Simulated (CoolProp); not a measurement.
R114 along the isobar 19 MPa: density (kg/m³) from the reference equation and from simpler models built on Tc = 147.5 °C, pc = 3.352 MPa, ω = 0.252; each cubic takes its own stable root.

Values from CoolProp's reference Helmholtz-energy equation of state, Platzer 1990. This equation is an older, rougher fit; its heat capacities, sound speeds and derivatives of the liquid may be far off and weren't checked against measurements.

```
T (°C)          phase  reference  van der Waals  Redlich-Kwong
------  -------------  ---------  -------------  -------------
90.25          liquid       1361          985.3           1325
105.45         liquid       1321          969.2           1289
120.55         liquid       1281          952.9           1253
135.75         liquid       1240          936.3           1216
150.95  supercritical       1198          919.5           1178
166.15  supercritical       1155          902.4           1140
181.35  supercritical       1112          885.2           1102
196.45  supercritical       1068          868.0           1064
211.65  supercritical       1024          850.4           1027
226.85  supercritical      980.1          832.7          989.4
```
